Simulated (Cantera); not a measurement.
Source: NASA polynomial tables (part measured, part estimated), evaluated in Cantera. Values are per mole of reaction as written; species without (g) are pure solids or liquids, kept so even where they would boil at 1 bar.

H2(g) + MgS ⇌ H2S(g) + Mg

| T (K) | ΔH° (kJ) | ΔS° (J/K) | ΔG° (kJ) | log10 K | condensed phases |
|---|---|---|---|---|---|
| 300 | 325.2 | 57.2 | 308.0 | -53.63 | MgS(s), Mg(s) |
| 648 | … | … | … | … | MgS(s), Mg(s) |
| 748 | 319.4 | 44.9 | 285.8 | -19.96 | MgS(s), Mg(s) |
| 848 | 318.6 | 43.9 | 281.4 | -17.33 | MgS(s), Mg(s) |
| 948 | … | … | … | … | MgS(s), Mg(l) |
| 1048 | 326.3 | 52.3 | 271.6 | -13.54 | MgS(s), Mg(l) |
| 1148 | 326.2 | 52.1 | 266.4 | -12.12 | MgS(s), Mg(l) |
| 1248 | 326.1 | 52.0 | 261.1 | -10.93 | MgS(s), Mg(l) |

Q: Some entries are withheld; supply them.

A: 
- 648, ΔH° (kJ): 320.4
- 648, ΔS° (J/K): 46.3
- 648, ΔG° (kJ): 290.4
- 648, log10 K: -23.41
- 948, ΔH° (kJ): 326.5
- 948, ΔS° (J/K): 52.5
- 948, ΔG° (kJ): 276.8
- 948, log10 K: -15.25
